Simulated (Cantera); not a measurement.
A perfectly stirred reactor is fed with 48.0 % CH₄, 25.0 % CO₂, 26.4 % H₂, 0.576 % H₂O, at 2500000 Pa; it is held at 1675 K, and followed from long to short residence time.

Cantera simulation using GRI-Mech 3.0 (53 species, 325 reactions); the numbers are that mechanism's predictions, not measurements. GRI-Mech 3.0 stops at C3 and has no aromatics, soot or wall deposition, so with more carbon than oxygen in the feed, carbon stays in small species such as C2H2 where larger ones or solid carbon would form. The pressure lies above the range GRI-Mech 3.0 was tuned for (to about 10 atm).

x: mole fraction; the columns are a selection and need not sum to one.

| τ (s) | x CH₄ | x CO₂ | x H₂ | x CH₂ | x H₂O₂ |
|---|---|---|---|---|---|
| 22 | 0.132 | 0.00183 | 0.521 | 2.84e-9 | <1e-12 |
| 6.0 | 0.144 | 0.00487 | 0.497 | 3.33e-9 | <1e-12 |
| 1.7 | 0.162 | 0.0103 | 0.458 | 4.24e-9 | <1e-12 |
| 0.46 | 0.180 | … | … | … | <1e-12 |
| 0.13 | 0.193 | 0.0295 | 0.368 | 7.78e-9 | <1e-12 |
| 0.035 | … | … | 0.339 | 9.50e-9 | <1e-12 |
| 0.0097 | 0.256 | 0.0979 | 0.328 | 9.38e-9 | <1e-12 |
| 0.0027 | 0.340 | 0.172 | 0.317 | 8.25e-9 | <1e-12 |

Problem. Complete the blanks.

Solution. 
- 0.46, x CO₂: 0.0185
- 0.46, x H₂: 0.411
- 0.46, x CH₂: 5.78e-9
- 0.035, x CH₄: 0.211
- 0.035, x CO₂: 0.0503
